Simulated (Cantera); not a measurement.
Input (Python, Cantera) and output of one run.

```python
import numpy as np
import cantera as ct

gas_names = [...]  # 91 gases of nasa_gas.yaml made of C, Cl, H
cond_names = """
    C(gr) C6H6(L) C7H8(L) C8H18(L),n-octa
""".split()


# ... load() reads the species with a 1 bar reference pressure and builds the phases ...
atoms = {
    'CCl4': {'C': 1, 'CL': 4},
    'CH4': {'C': 1, 'H': 4},
    'H2': {'H': 2},
}
top_T = {'C(gr)': 4500}  # K; cautious upper limits of use, not melting points


# ... equilibrate(T, P, feed) seeds the gas with the atoms and calls Mixture.equilibrate('TP', solver="vcs", rtol=1e-11, max_steps=5000) ...
results = []
feed = {'CCl4': 1, 'CH4': 0.52, 'H2': 2}  # mol
P = 1333.22  # Pa
for T in [1498, 1548, 1598, 1648, 1698, 1748, 1798, 1848, 1898, 1948, 1998, 2048, 2098]:
    mix = equilibrate(T, P, feed)
    results.append((T, P, feed, dict(zip(mix.species_names, mix.species_moles))))

top = {s: max(r[3][s] / sum(r[3][g] for g in gas_names) for r in results) for s in gas_names}
cols = sorted((s for s in top if top[s] > 0.0001), key=lambda s: -top[s])[:9]
seen = [c for c in cond_names if any(r[3].get(c, 0) > 1e-12 for r in results)]
print("log10 of partial pressures in bar; condensed amounts in mol")
print(f"{'T/K':>10s}" + "".join(f"{s[:9]:>10s}" for s in cols + seen))
for T, P, feed, n in results:
    ng = sum(n[g] for g in gas_names)
    print(f"{T:10.4g}" + "".join(f"{np.log10(max(n[s] / ng * P / 1e5, 1e-99)):10.3f}" for s in cols)
          + "".join(f"{n.get(c, 0):10.4g}" for c in seen))
```

Result:

```
log10 of partial pressures in bar; condensed amounts in mol
       T/K       HCL        H2        CL         H C2H2,acet     C(gr)
      1498    -1.976    -2.560    -5.554    -6.045    -7.615      1.52
      1548    -1.976    -2.560    -5.305    -5.792    -7.365      1.52
      1598    -1.976    -2.560    -5.071    -5.554    -7.130      1.52
      1648    -1.976    -2.560    -4.852    -5.330    -6.909      1.52
      1698    -1.977    -2.560    -4.646    -5.120    -6.702      1.52
      1748    -1.978    -2.559    -4.452    -4.921    -6.507      1.52
      1798    -1.979    -2.559    -4.269    -4.733    -6.322      1.52
      1848    -1.981    -2.558    -4.096    -4.555    -6.147     1.519
      1898    -1.983    -2.557    -3.933    -4.386    -5.982     1.519
      1948    -1.986    -2.556    -3.780    -4.225    -5.824     1.519
      1998    -1.990    -2.554    -3.636    -4.072    -5.675     1.518
      2048    -1.996    -2.553    -3.500    -3.926    -5.532     1.518
      2098    -2.003    -2.550    -3.373    -3.787    -5.396     1.517
```

Cantera equilibrium calculation (NASA polynomials, part measured and part estimated; ideal gas, pure solids and liquids).
